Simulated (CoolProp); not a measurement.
Computed with CoolProp (reference Helmholtz-energy equation of state, Thol 2017).

Question: Give the vapour pressure (MPa), enthalpy of vaporisation (kJ/kg), liquid cp (kJ/(kg K)), vapour Z of saturated octamethyltrisiloxane (MDM) at 300.1, 339.1 K.

Answer: 
```
T (K)   p (MPa)  enthalpy of vaporisation (kJ/kg)  liquid cp (kJ/(kg K))  vapour Z
-----  --------  --------------------------------  ---------------------  --------
300.1  0.000567                               204                   1.79     0.999
339.1   0.00486                               188                   1.88     0.992
```
